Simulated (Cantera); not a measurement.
Standard-state values (1 bar) from the NASA 1993 polynomials, evaluated with Cantera. Values are per mole of reaction as written; species without (g) are pure solids or liquids, kept so even where they would boil at 1 bar.

Task: Between 1223 and 2023 K, where is each reaction favourable under standard conditions?
- 2 Ti + O₂(g) → 2 TiO(g)
- 0.8 V + O₂(g) → 0.4 V₂O₅
- 4 Li + O₂(g) → 2 Li₂O

Result: 
- 2 Ti + O₂(g) → 2 TiO(g): ΔG° is -122 kJ at 1223 K and -249 kJ at 2023 K; it stays negative (K > 1). ΔH° is 28 kJ and ΔS° 137 J/K at 2023 K.
- 0.8 V + O₂(g) → 0.4 V₂O₅: ΔG° is -421 kJ at 1223 K and -319 kJ at 2023 K; it stays negative (K > 1). ΔH° is -574 kJ and ΔS° -126 J/K at 2023 K.
- 4 Li + O₂(g) → 2 Li₂O: ΔG° is -871 kJ at 1223 K and -674 kJ at 2023 K; it stays negative (K > 1). ΔH° is -1054 kJ and ΔS° -188 J/K at 2023 K.
